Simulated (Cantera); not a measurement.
Input (Python, Cantera):

```python
import numpy as np
import cantera as ct

gas = ct.Solution("SiF4_NH3_mec.yaml", "gas")
gas.TPX = 2050, 36000, {'NH3': 1, 'N2': 4.4}
reactor = ct.IdealGasConstPressureReactor(gas, energy="off", clone=False)
net = ct.ReactorNet([reactor])
net.rtol, net.atol = 1e-08, 1e-18
show = ['NH3', 'NH2', 'H', 'N2H4', 'H2', 'NH']
times = np.geomspace(0.0004, 20, 10)

steps = ct.SolutionArray(gas, extra=["t"])
rows = []
print(f"{'t/s':>10s}{'T/K':>9s}{'P/Pa':>11s}" + "".join(f"{s:>11s}" for s in show))
for t in times:
    while net.time < t:
        t_next = net.step()
        steps.append(gas.state, t=t_next)
    rows.append([np.interp(t, steps.t, y) for y in (steps.T, steps.P, *steps(*show).X.T)])
    print(f"{t:10.3e}{rows[-1][0]:9.1f}{rows[-1][1]:11.4g}" + "".join(f"{x:11.3e}" for x in rows[-1][2:]))
rate = np.gradient(steps.T, steps.t)
print("integrator steps:", len(steps.t))
if steps.T.max() > steps.T[0] + 200:
    print(f"time of steepest temperature rise: {steps.t[rate.argmax()]:.4e} s")
gas.TPX = 2050, 36000, {'NH3': 1, 'N2': 4.4}
gas.equilibrate("TP")
print(f"equilibrium (TP): T = {gas.T:.1f} K  " + "  ".join(f"{s} {gas[s].X[0]:.3e}" for s in show))
```

Result:

```
       t/s      T/K       P/Pa        NH3        NH2          H       N2H4         H2         NH
 4.000e-04   2050.0    3.6e+04  1.841e-01  6.889e-04  2.597e-06  5.322e-08  8.179e-04  5.708e-06
 1.331e-03   2050.0    3.6e+04  1.811e-01  7.683e-04  8.279e-06  6.621e-08  4.472e-03  8.355e-06
 4.429e-03   2050.0    3.6e+04  1.716e-01  6.598e-04  2.324e-05  4.884e-08  1.657e-02  1.068e-05
 1.474e-02   2050.0    3.6e+04  1.439e-01  5.148e-04  6.394e-05  2.973e-08  5.169e-02  1.265e-05
 4.903e-02   2050.0    3.6e+04  8.290e-02  3.276e-04  1.734e-04  1.204e-08  1.291e-01  1.173e-05
 1.632e-01   2050.0    3.6e+04  1.618e-02  1.038e-04  4.635e-04  1.208e-09  2.135e-01  6.742e-06
 5.429e-01   2050.0    3.6e+04  1.575e-04  3.414e-06  1.708e-03  1.303e-12  2.331e-01  7.738e-07
 1.806e+00   2050.0    3.6e+04  1.210e-05  2.821e-07  1.837e-03  8.896e-15  2.332e-01  6.889e-08
 6.011e+00   2050.0    3.6e+04  2.972e-06  6.932e-08  1.838e-03  5.371e-16  2.332e-01  1.693e-08
 2.000e+01   2050.0    3.6e+04  9.953e-07  2.322e-08  1.838e-03  6.036e-17  2.332e-01  5.671e-09
integrator steps: 1736
equilibrium (TP): T = 2050.0 K  NH3 6.553e-07  NH2 1.529e-08  H 1.838e-03  N2H4 2.623e-17  H2 2.332e-01  NH 3.734e-09
```

Model: the gas-phase N/H chemistry of the illustrative SiF4/NH3 mechanism in the Surface Chemkin manual (1991), integrated in Cantera. Walls and surfaces, which speed up NH3 decomposition in real reactors, are not modelled.
